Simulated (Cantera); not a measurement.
# Chlorosilane synthesis and conversion: SiCl4 + H2

Input: 1 mol SiCl4, 0.78 mol H2, held at 648 K and 645 Torr.

Cantera equilibrium calculation (NASA polynomials, part measured and part estimated; ideal gas, pure solids and liquids). Candidate condensed phases: Si; 19 gas species. Rates play no part.

```yaml
x(SiCl4): 0.557
x(H2): 0.434
x(HCl): 0.00435
x(SiHCl3): 0.00434
x(SiH2Cl2): 1.95e-6
gas_amount: 1.780 mol
log10 activity of Si(s) (absent): -6.22
```
